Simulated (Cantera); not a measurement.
A closed system holds: 1 mol CH2F2, 0.064 mol F2, held at 1125 °C and 7.10 Pa.

Method: chemical equilibrium by Gibbs-energy minimisation in Cantera with the NASA 1993 tables (ideal gas, pure condensed phases). Candidate condensed phases: C, C6H6, C7H8, C8H18; 95 gas species. Gases not in the tables: C2F6 and larger saturated fluorocarbons. Kinetics and transport are ignored.

Base state: HF 0.984, CF4 0.0156, F 0.000142, CF2 0.000124 (mole fractions); condensed: C(graphite).

Task: What changes in the equilibrium state with this change: F2 from 0.064 to 1.1 mol?

Result: 
| species | before | after |
|---|---|---|
| HF | 0.984 | 0.784 |
| CF4 | 0.0156 | 0.215 |
| CF2 | 0.000124 | 0.000458 |
| CF3 | 4.01e-6 | 2.86e-5 |
| F | 0.000142 | 0.000273 |
| C(graphite), mol | 0.968 | 0.450 |
